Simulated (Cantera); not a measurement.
What does this Cantera script print?

```python
import numpy as np
import cantera as ct

gas_names = """
    Cu CuO Cu2 H HO2 H2 H2O H2O2 O OH O2 O3
""".split()
cond_names = """
    Cu(cr) Cu(L) CuO(s) CuO2H2(s) Cu2O(s) Cu2O(L) H2O(s) H2O(L)
""".split()


def load(file, names, dense=False):
    # The tables refer to 1 bar. Condensed volumes are neglected.
    table = {s.name: s for s in ct.Species.list_from_file(file)}
    out = []
    for n in names:
        d = dict(table[n].input_data)
        d["thermo"] = dict(d["thermo"], **{"reference-pressure": 1e5})
        if dense:
            d["equation-of-state"] = {"model": "constant-volume", "density": "1e6 g/cm^3"}
        out.append(ct.Species.from_dict(d))
    return out


gas = ct.Solution(thermo="ideal-gas", species=load("nasa_gas.yaml", gas_names))
cond = {s.name: ct.Solution(thermo="fixed-stoichiometry", species=[s], name=s.name)
        for s in load("nasa_condensed.yaml", cond_names, dense=True)}
atoms = {
    'Cu2O': {'Cu': 2, 'O': 1},
    'H2': {'H': 2},
    'H2O': {'H': 2, 'O': 1},
}
top_T = {'CuO(s)': 1390}  # K; cautious upper limits of use, not melting points


def equilibrate(T, P, feed):
    n = {}
    for name, mol in feed.items():
        for a, k in atoms[name].items():
            n[a] = n.get(a, 0.0) + k * mol
    gas.TPX = T, P, n
    mass = sum(n.values()) * gas.mean_molecular_weight
    gas.equilibrate("TP")
    valid = [c for c in cond.values() if c.min_temp <= T <= top_T.get(c.name, c.max_temp)]
    mix = ct.Mixture([(gas, mass / gas.mean_molecular_weight)] + [(c, 0.0) for c in valid])
    mix.T, mix.P = T, P
    mix.equilibrate("TP", solver="vcs", rtol=1e-11, max_steps=5000)
    return mix


results = []
feed = {'Cu2O': 1, 'H2': 1400, 'H2O': 0.69}  # mol
P = 100000  # Pa
for T in [600, 700, 800, 900, 1000, 1100, 1200, 1300, 1400, 1500, 1600, 1700, 1800, 1900]:
    mix = equilibrate(T, P, feed)
    results.append((T, P, feed, dict(zip(mix.species_names, mix.species_moles))))

top = {s: max(r[3][s] / sum(r[3][g] for g in gas_names) for r in results) for s in gas_names}
cols = sorted((s for s in top if top[s] > 0.001), key=lambda s: -top[s])[:9]
seen = [c for c in cond_names if any(r[3].get(c, 0) > 1e-12 for r in results)]
print("log10 of partial pressures in bar; condensed amounts in mol")
print(f"{'T/K':>10s}" + "".join(f"{s[:9]:>10s}" for s in cols + seen))
for T, P, feed, n in results:
    ng = sum(n[g] for g in gas_names)
    print(f"{T:10.4g}" + "".join(f"{np.log10(max(n[s] / ng * P / 1e5, 1e-99)):10.3f}" for s in cols)
          + "".join(f"{n.get(c, 0):10.4g}" for c in seen))
```

Result:

```
log10 of partial pressures in bar; condensed amounts in mol
       T/K        H2        Cu       H2O    Cu(cr)     Cu(L)
       600    -0.001   -22.476    -2.918         2         0
       700    -0.001   -18.299    -2.918         2         0
       800    -0.001   -15.172    -2.918         2         0
       900    -0.001   -12.744    -2.918         2         0
      1000    -0.001   -10.807    -2.918         2         0
      1100    -0.001    -9.225    -2.918         2         0
      1200    -0.001    -7.911    -2.918         2         0
      1300    -0.001    -6.802    -2.918         2         0
      1400    -0.001    -5.870    -2.918         0     1.998
      1500    -0.001    -5.085    -2.918         0     1.988
      1600    -0.001    -4.401    -2.918         0     1.944
      1700    -0.001    -3.799    -2.919         0     1.777
      1800    -0.001    -3.266    -2.919         0     1.238
      1900    -0.001    -2.848    -2.919         0         0
```

These are equilibrium values from Cantera (NASA tables, ideal gas, pure condensed phases), not measurements of a reactor.
